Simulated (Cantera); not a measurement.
What does this Cantera script print?

```python
import numpy as np
import cantera as ct

gas_names = """
    B BH BH2 BH3 BN BO BO2 B2 B2O B2O2 B2O3 B3O3H3 H HBO HBO2 HNO HNO2 HNO3 HO2 H2 H2O H2O2 H3B3O6 N NH
    NH2 NH3 NH2OH NO NO2 NO3 N2 N2H2 N2H4 N2O O OH O2 O3
""".split()
cond_names = """
    B(b) B(L) BN(s) B2O3(L) B3O3H3(cr) H2O(s) H2O(L)
""".split()


def load(file, names, dense=False):
    # The tables refer to 1 bar. Condensed volumes are neglected.
    table = {s.name: s for s in ct.Species.list_from_file(file)}
    out = []
    for n in names:
        d = dict(table[n].input_data)
        d["thermo"] = dict(d["thermo"], **{"reference-pressure": 1e5})
        if dense:
            d["equation-of-state"] = {"model": "constant-volume", "density": "1e6 g/cm^3"}
        out.append(ct.Species.from_dict(d))
    return out


gas = ct.Solution(thermo="ideal-gas", species=load("nasa_gas.yaml", gas_names))
cond = {s.name: ct.Solution(thermo="fixed-stoichiometry", species=[s], name=s.name)
        for s in load("nasa_condensed.yaml", cond_names, dense=True)}
atoms = {
    'borazine': {'B': 3, 'N': 3, 'H': 6},
    'H2O': {'H': 2, 'O': 1},
}
top_T = {'BN(s)': 3200}  # K; cautious upper limits of use, not melting points


def equilibrate(T, P, feed):
    n = {}
    for name, mol in feed.items():
        for a, k in atoms[name].items():
            n[a] = n.get(a, 0.0) + k * mol
    gas.TPX = T, P, n
    mass = sum(n.values()) * gas.mean_molecular_weight
    gas.equilibrate("TP")
    valid = [c for c in cond.values() if c.min_temp <= T <= top_T.get(c.name, c.max_temp)]
    mix = ct.Mixture([(gas, mass / gas.mean_molecular_weight)] + [(c, 0.0) for c in valid])
    mix.T, mix.P = T, P
    mix.equilibrate("TP", solver="vcs", rtol=1e-11, max_steps=5000)
    return mix


results = []
feed = {'borazine': 1, 'H2O': 0.43}  # mol
T = 1600  # K
for P in [10, 37, 140, 520, 1900, 7200, 27000, 100000]:
    mix = equilibrate(T, P, feed)
    results.append((T, P, feed, dict(zip(mix.species_names, mix.species_moles))))
    x = sorted(zip(gas.X, gas.species_names), reverse=True)
    print(f"T = {T:g} K  P = {P:g} Pa  gas = {mix.phase_moles(0):.4g} mol")
    print("   x: " + "  ".join(f"{s} {v:.3e}" for v, s in x if v > 1e-06))
    print("   condensed (mol): " + ("  ".join(f"{mix.phase(i).name} {mix.phase_moles(i):.4g}"
          for i in range(1, mix.n_phases) if mix.phase_moles(i) > 1e-12) or "none"))
```

Result:

```
T = 1600 K  P = 10 Pa  gas = 3.869 mol
   x: H2 8.564e-01  HBO 5.416e-02  N2 5.372e-02  B2O2 1.981e-02  BO 7.222e-03  H 5.031e-03  B2O3 2.772e-03  HBO2 8.962e-04  H2O 1.384e-05  B2O 3.219e-06  BH2 2.481e-06
   condensed (mol): BN(s) 2.584
T = 1600 K  P = 37 Pa  gas = 3.833 mol
   x: H2 8.676e-01  N2 5.107e-02  HBO 4.918e-02  B2O2 1.612e-02  B2O3 7.342e-03  BO 3.387e-03  HBO2 2.649e-03  H 2.633e-03  H2O 4.562e-05  BH2 1.340e-06
   condensed (mol): BN(s) 2.608
T = 1600 K  P = 140 Pa  gas = 3.791 mol
   x: H2 8.812e-01  N2 4.693e-02  HBO 3.936e-02  B2O3 1.333e-02  B2O2 1.017e-02  HBO2 6.105e-03  BO 1.383e-03  H 1.364e-03  H2O 1.335e-04
   condensed (mol): BN(s) 2.644
T = 1600 K  P = 520 Pa  gas = 3.753 mol
   x: H2 8.933e-01  N2 4.277e-02  HBO 2.843e-02  B2O3 1.746e-02  HBO2 1.122e-02  B2O2 5.232e-03  H 7.126e-04  BO 5.147e-04  H2O 3.441e-04  B3O3H3 4.400e-06
   condensed (mol): BN(s) 2.679
T = 1600 K  P = 1900 Pa  gas = 3.656 mol
   x: H2 9.251e-01  N2 4.018e-02  HBO 1.446e-02  HBO2 1.010e-02  B2O3 7.718e-03  B2O2 1.307e-03  H2O 6.308e-04  H 3.794e-04  BO 1.346e-04  B3O3H3 7.729e-06
   condensed (mol): BN(s) 2.706  B2O3(L) 0.06874
T = 1600 K  P = 7200 Pa  gas = 3.603 mol
   x: H2 9.445e-01  N2 3.945e-02  HBO2 6.525e-03  HBO 6.029e-03  B2O3 2.037e-03  H2O 9.979e-04  B2O2 2.226e-04  H 1.969e-04  BO 2.853e-05  B3O3H3 8.048e-06
   condensed (mol): BN(s) 2.716  B2O3(L) 0.1113
T = 1600 K  P = 27000 Pa  gas = 3.585 mol
   x: H2 9.518e-01  N2 3.920e-02  HBO2 4.211e-03  HBO 2.510e-03  H2O 1.559e-03  B2O3 5.431e-04  H 1.021e-04  B2O2 3.829e-05  B3O3H3 8.168e-06  BO 6.110e-06  NH3 2.318e-06
   condensed (mol): BN(s) 2.719  B2O3(L) 0.1263
T = 1600 K  P = 100000 Pa  gas = 3.577 mol
   x: H2 9.546e-01  N2 3.899e-02  HBO2 2.724e-03  H2O 2.415e-03  HBO 1.051e-03  B2O3 1.466e-04  H 5.312e-05  NH3 8.599e-06  B3O3H3 8.225e-06  B2O2 6.693e-06  BO 1.328e-06
   condensed (mol): BN(s) 2.721  B2O3(L) 0.1321
```

These are equilibrium values from Cantera (NASA tables, ideal gas, pure condensed phases), not measurements of a reactor. The feed counts by its element totals alone. Mutual solubility and eutectic melting of coexisting phases are not modelled. Gases not in the tables: H3BO3.
